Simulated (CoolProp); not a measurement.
Computed with CoolProp (reference Helmholtz-energy equation of state, Fiedler 2023).

Give the vapour pressure (MPa), liquid density (kg/m³), vapour density (kg/m³), enthalpy of vaporisation (kJ/kg) of saturated tetrahydrofuran at 213.55 °C.


```json
[
 {"T (°C)": "213.55", "p (MPa)": "2.50", "liquid density (kg/m³)": "620", "vapour density (kg/m³)": "63.7", "enthalpy of vaporisation (kJ/kg)": "257"}
]
```
